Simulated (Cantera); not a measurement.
# Transport properties of process gases

Gas mixture: CO = 0.48 (molar parts), at 10.0 bar, frozen composition.

Cantera's kinetic-theory transport with the Lennard-Jones parameters of GRI-Mech 3.0, ideal gas; thermal conductivity in the multicomponent form.

| T (K) | ρ (kg/m³) | cp (J/kg/K) | μ (µPa s) | λ (mW/m/K) | Pr | D (cm²/s) CO2 | D (cm²/s) C2H2 | D (cm²/s) NH3 |
|---|---|---|---|---|---|---|---|---|
| 400 | 8.42 | 1049 | 22.0 | 31.9 | 0.722 | 0.0268 | 0.0282 | 0.0383 |
| 550 | 6.13 | 1074 | 27.4 | 41.0 | 0.719 | 0.0470 | 0.0493 | 0.0688 |
| 700 | 4.81 | 1112 | 32.3 | 50.0 | 0.717 | 0.0713 | 0.0747 | 0.106 |
| 850 | 3.96 | 1152 | 36.7 | 59.0 | 0.716 | 0.0993 | 0.104 | 0.149 |
| 1000 | 3.37 | 1184 | 40.8 | 67.5 | 0.716 | 0.131 | 0.137 | 0.197 |
| 1150 | 2.93 | 1211 | 44.7 | 75.7 | 0.715 | 0.165 | 0.173 | 0.251 |
| 1300 | 2.59 | 1234 | 48.4 | 83.5 | 0.715 | 0.203 | 0.212 | 0.309 |
| 1450 | 2.32 | 1252 | 51.9 | 91.0 | 0.714 | 0.244 | 0.255 | 0.371 |
D: mixture-averaged diffusion coefficient of that species in the mixture.
